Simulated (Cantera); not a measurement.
Input: 1 mol V, 0.22 mol N₂, 1.8 mol H₂, held at 40.0 mbar.

Cantera equilibrium calculation (NASA polynomials, part measured and part estimated; ideal gas, pure solids and liquids). Candidate condensed phases: V, VN; 11 gas species. Condensed phases not in the tables: V₂N, N, O or C dissolved in the metal. Equilibrium is a limit: real reactors are often held back by kinetics, nucleation or transport. All values below are at 2177 °C.

Base state: H₂ 0.795, N₂ 0.103, H 0.0896, V 0.0125 (mole fractions); condensed: V(l).

### Question
What changes in the equilibrium state with this change: pressure from 40.0 mbar to 1.10 mbar?

### Answer
```csv
species,before,after
H,0.0896,0.344
H₂,0.795,0.322
V,0.0125,0.274
N₂,0.103,0.0603
"V(l), mol",0.973,0
```
